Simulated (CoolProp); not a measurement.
Vapour-liquid equilibrium of CH2F2 (R32) (1) + R125 (2) at 235.1 K; x and y are mole fractions of (1).

Computed with CoolProp (multi-fluid Helmholtz-energy mixture model, Tillner-Roth 1997 and Lemmon 2005; pair parameters Lemmon 2004).

### Question
Give the bubble pressure and the first vapour's composition at x = 0.275, 0.35, 0.725. Is there an azeotrope?

### Answer
x = 0.275: 176.1 kPa, y = 0.328; x = 0.35: 179.6 kPa, y = 0.405; x = 0.725: 192.1 kPa, y = 0.746. y crosses x between x = 0.875 and 0.95: the model has an azeotrope there.

Pair parameters are fitted to limited data, so mixtures are less certain than the pure fluids.
